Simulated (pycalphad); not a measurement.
Computed with pycalphad from the COST 507 light-alloy database (1999), at 1 atm. No gas phase is included, though pure Mg would boil below 1650 K. The data set is of 1999 and partly superseded. Not assessed as a whole: an extrapolation from subsystems, which can miss ternary compounds. Kinetics are ignored, which matters at the lower temperatures.

Problem. How does the equilibrium phase assembly of Mg-13.33Cu-15.23Al-0.219Si (wt.%) change on cooling from 1650 K to 370 K?

Solution. 
| T (K) | phases above | phases below |
|---|---|---|
| 799.6 | liquid | hcp + liquid |
| 769.6 | hcp + liquid | hcp + LAVES_C15 + liquid |
| 769.3 | hcp + LAVES_C15 + liquid | hcp + LAVES_C36 + liquid |
| 758.9 | hcp + LAVES_C36 + liquid | hcp + LAVES_C36 + liquid + MG2SI |
| 728.9 | hcp + LAVES_C36 + liquid + MG2SI | hcp + LAVES_C36 + MG2SI + QPHASE |
| 623.3 | hcp + LAVES_C36 + MG2SI + QPHASE | hcp + MG2SI + QPHASE |
| 508.3 | hcp + MG2SI + QPHASE | hcp + MG2SI + QPHASE + TAU |
Changes were sought between steps of 40 K, so a narrower field can be missed.

Database names, with the compositions (at.%) that they take in these runs: LAVES_C36: Al 37 Mg 33 Cu 30; MG2SI: Mg 67 Si 33; QPHASE: Al 44 Mg 37 Cu 19; TAU: Al 47 Mg 40 Cu 12.
